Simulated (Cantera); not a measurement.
A Cantera script and what it prints.

```python
import numpy as np
import cantera as ct

gas_names = """
    H H2 H2S Pb PbS Pb2 S SH S2 S8
""".split()
cond_names = """
    Pb(cr) Pb(L) PbS(s) PbS(L) S(cr1) S(cr2) S(L)
""".split()


# ... load() reads the species with a 1 bar reference pressure and builds the phases ...
atoms = {
    'PbS': {'Pb': 1, 'S': 1},
    'H2': {'H': 2},
}
top_T = {}  # K; cautious upper limits of use, not melting points


# ... equilibrate(T, P, feed) seeds the gas with the atoms and calls Mixture.equilibrate('TP', solver="vcs", rtol=1e-11, max_steps=5000) ...
results = []
feed = {'PbS': 1, 'H2': 89}  # mol
P = 13332.2  # Pa
for T in [1150, 1225, 1300, 1375, 1450, 1525, 1600, 1675, 1750, 1825, 1900]:
    mix = equilibrate(T, P, feed)
    results.append((T, P, feed, dict(zip(mix.species_names, mix.species_moles))))

top = {s: max(r[3][s] / sum(r[3][g] for g in gas_names) for r in results) for s in gas_names}
cols = sorted((s for s in top if top[s] > 0.0001), key=lambda s: -top[s])[:7]
seen = [c for c in cond_names if any(r[3].get(c, 0) > 1e-12 for r in results)]
print("log10 of partial pressures in bar; condensed amounts in mol")
print(f"{'T/K':>10s}" + "".join(f"{s[:9]:>10s}" for s in cols + seen))
for T, P, feed, n in results:
    ng = sum(n[g] for g in gas_names)
    print(f"{T:10.4g}" + "".join(f"{np.log10(max(n[s] / ng * P / 1e5, 1e-99)):10.3f}" for s in cols)
          + "".join(f"{n.get(c, 0):10.4g}" for c in seen))
```

Output:

```
log10 of partial pressures in bar; condensed amounts in mol
       T/K        H2        Pb       H2S       PbS         H        SH        S2     Pb(L)
      1150    -0.881    -3.538    -2.965    -3.392    -7.568    -6.622    -7.206    0.5335
      1225    -0.883    -3.090    -3.090    -3.175    -6.948    -6.288    -6.951         0
      1300    -0.883    -3.061    -3.062    -3.214    -6.398    -5.854    -6.449         0
      1375    -0.883    -3.036    -3.039    -3.251    -5.907    -5.470    -6.005         0
      1450    -0.883    -3.015    -3.020    -3.288    -5.466    -5.128    -5.613         0
      1525    -0.883    -2.996    -3.007    -3.326    -5.068    -4.822    -5.265         0
      1600    -0.883    -2.979    -3.000    -3.365    -4.706    -4.551    -4.960         0
      1675    -0.884    -2.963    -3.000    -3.408    -4.377    -4.310    -4.695         0
      1750    -0.884    -2.947    -3.009    -3.455    -4.075    -4.098    -4.470         0
      1825    -0.884    -2.932    -3.028    -3.508    -3.798    -3.915    -4.285         0
      1900    -0.885    -2.918    -3.058    -3.569    -3.543    -3.759    -4.138         0
```

These are equilibrium values from Cantera (NASA tables, ideal gas, pure condensed phases), not measurements of a reactor. Gases not in the tables: S3 to S7.
